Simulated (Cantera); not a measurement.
# Gas-phase reforming

An isothermal, constant-pressure homogeneous reactor starts with 54.3 % CH₄, 45.7 % CO₂, at 1775 K and 0.133 bar.

Computed with Cantera and GRI-Mech 3.0 (53 species, 325 reactions).

```json
[
 {"t (s)": "0.000900", "x CH₄": "0.510", "x CO₂": "0.450", "x C₂H₄": "0.00782", "x H₂": "0.0229", "x C₂H": "1.38e-8", "x O₂": "<1e-12", "x CO": "0.000846"},
 {"t (s)": "0.00193", "x CH₄": "0.427", "x CO₂": "0.426", "x C₂H₄": "0.0229", "x H₂": "0.0927", "x C₂H": "1.31e-7", "x O₂": "5.97e-12", "x CO": "0.00513"},
 {"t (s)": "0.00414", "x CH₄": "0.303", "x CO₂": "0.374", "x C₂H₄": "0.0171", "x H₂": "0.207", "x C₂H": "4.22e-7", "x O₂": "3.01e-11", "x CO": "0.0189"},
 {"t (s)": "0.00889", "x CH₄": "0.193", "x CO₂": "0.307", "x C₂H₄": "0.00579", "x H₂": "0.293", "x C₂H": "7.06e-7", "x O₂": "9.02e-11", "x CO": "0.0513"},
 {"t (s)": "0.0191", "x CH₄": "0.103", "x CO₂": "0.217", "x C₂H₄": "0.00191", "x H₂": "0.325", "x C₂H": "9.99e-7", "x O₂": "2.44e-10", "x CO": "0.115"},
 {"t (s)": "0.0410", "x CH₄": "0.0435", "x CO₂": "0.113", "x C₂H₄": "0.000607", "x H₂": "0.310", "x C₂H": "1.40e-6", "x O₂": "6.76e-10", "x CO": "0.207"},
 {"t (s)": "0.0879", "x CH₄": "0.0191", "x CO₂": "0.0539", "x C₂H₄": "0.000278", "x H₂": "0.310", "x C₂H": "1.66e-6", "x O₂": "1.19e-9", "x CO": "0.275"},
 {"t (s)": "0.189", "x CH₄": "0.0145", "x CO₂": "0.0396", "x C₂H₄": "0.000212", "x H₂": "0.351", "x C₂H": "1.32e-6", "x O₂": "7.91e-10", "x CO": "0.315"},
 {"t (s)": "0.405", "x CH₄": "0.0116", "x CO₂": "0.0280", "x C₂H₄": "0.000164", "x H₂": "0.398", "x C₂H": "9.22e-7", "x O₂": "3.90e-10", "x CO": "0.356"},
 {"t (s)": "0.869", "x CH₄": "0.00830", "x CO₂": "0.0173", "x C₂H₄": "0.000119", "x H₂": "0.443", "x C₂H": "6.11e-7", "x O₂": "1.57e-10", "x CO": "0.395"},
 {"t (s)": "1.86", "x CH₄": "0.00533", "x CO₂": "0.00913", "x C₂H₄": "8.25e-5", "x H₂": "0.479", "x C₂H": "3.98e-7", "x O₂": "4.70e-11", "x CO": "0.424"},
 {"t (s)": "4.00", "x CH₄": "0.00306", "x CO₂": "0.00380", "x C₂H₄": "5.82e-5", "x H₂": "0.503", "x C₂H": "2.70e-7", "x O₂": "8.79e-12", "x CO": "0.443"}
]
```
x: mole fraction; the columns are a selection and need not sum to one.

Equilibrium at this temperature and pressure: CH₄ 0.000511, CO₂ 1.40e-7, C₂H₄ 4.12e-5, H₂ 0.521, C₂H 1.86e-7, O₂ <1e-12, CO 0.457 (gas phase only).
